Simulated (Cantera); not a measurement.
**SiHCl3 + Cl2 + H2 (silicon epitaxy and polysilicon growth)**

Input: 1 mol SiHCl3, 0.17 mol Cl2, 82 mol H2, equilibrated at 627 °C and 11.0 mbar.

Method: chemical equilibrium by Gibbs-energy minimisation in Cantera with the NASA 1993 tables (ideal gas, pure condensed phases). Candidate condensed phases: Si; 19 gas species. The tables' values for SiCl3 are old estimates; treat these amounts as uncertain. Rates play no part.

The x(H2) is 0.984, the x(HCl) is 0.00720 and the x(SiCl4) is 0.00624. The x(SiHCl3) comes out as 0.00242 and the x(SiCl3) is 9.68e-5. The x(SiH2Cl2) is 8.91e-5. The x(SiCl2) comes out as 7.16e-5. The n(Si(s)) is 0.256 mol. The gas amount is 83.44 mol.
